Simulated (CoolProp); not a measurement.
Propylene along the isotherm 258.25 °C: density (kg/m³) from the reference equation and from simpler models built on Tc = 91.1 °C, pc = 4.555 MPa, ω = 0.146; each cubic takes its own stable root.

Model: reference Helmholtz-energy equation of state, Lemmon 2013, in CoolProp.

```
p (MPa)          phase  reference  Redlich-Kwong  Soave-Redlich-Kwong
-------  -------------  ---------  -------------  -------------------
4.55               gas      47.72          48.30                47.11
9.11     supercritical      104.2          106.5                100.7
13.7     supercritical      165.2          168.3                155.6
18.2     supercritical      219.3          221.2                203.9
22.8     supercritical      263.6          264.0                245.0
27.3     supercritical      297.3          296.9                277.9
31.9     supercritical      324.6          324.2                305.8
36.4     supercritical      346.4          346.3                328.8
41       supercritical      365.0          365.6                349.0
45.5     supercritical      380.6          382.0                366.2
```
